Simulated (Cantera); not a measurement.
An adiabatic, constant-volume homogeneous reactor starts with H2 : O2 : N2 : H2O = 1 : 0.417 : 1.5 : 0.38 (molar parts), equivalence ratio 1.2, at 1025 K and 10.0 bar. Integrator tolerance rtol = 1e-08.

Detailed kinetics in Cantera: the H2/O2 subset of GRI-Mech 3.0, which has no nitrogen chemistry. The hydrogen kinetics of GRI-Mech 3.0 are dated; newer H2 mechanisms differ, most at raised pressure.

Task: What does this change do: H2 1 to 2.8 parts?

Result: 
| quantity | before | after |
|---|---|---|
| time of steepest temperature rise | 5.10 ms | 3.39 ms |
| temperature at 3.00 s | 2937 K | 2464 K |
| equilibrium temperature | 2937 K | 2464 K |
| x(H2) at 3.00 s | 0.0648 (gas-phase equilibrium 0.0648) | 0.418 (gas-phase equilibrium 0.418) |
| x(O2) at 3.00 s | 0.00197 (gas-phase equilibrium 0.00197) | 4.35e-7 (gas-phase equilibrium 4.35e-7) |
| x(H2O) at 3.00 s | 0.399 (gas-phase equilibrium 0.399) | 0.259 (gas-phase equilibrium 0.259) |
| x(OH) at 3.00 s | 0.0128 (gas-phase equilibrium 0.0128) | 0.000364 (gas-phase equilibrium 0.000364) |
| x(O) at 3.00 s | 0.000803 (gas-phase equilibrium 0.000803) | 1.71e-6 (gas-phase equilibrium 1.71e-6) |

Task: What does this change do: pressure from 10.0 bar to 5.60 bar?

Result: 
| quantity | before | after |
|---|---|---|
| time of steepest temperature rise | 5.10 ms | 6.95 ms |
| temperature at 3.00 s | 2937 K | 2902 K |
| equilibrium temperature | 2937 K | 2902 K |
| x(H2) at 3.00 s | 0.0648 (gas-phase equilibrium 0.0648) | 0.0663 (gas-phase equilibrium 0.0663) |
| x(O2) at 3.00 s | 0.00197 (gas-phase equilibrium 0.00197) | 0.00258 (gas-phase equilibrium 0.00258) |
| x(H2O) at 3.00 s | 0.399 (gas-phase equilibrium 0.399) | 0.394 (gas-phase equilibrium 0.394) |
| x(OH) at 3.00 s | 0.0128 (gas-phase equilibrium 0.0128) | 0.0146 (gas-phase equilibrium 0.0146) |
| x(O) at 3.00 s | 0.000803 (gas-phase equilibrium 0.000803) | 0.00109 (gas-phase equilibrium 0.00109) |
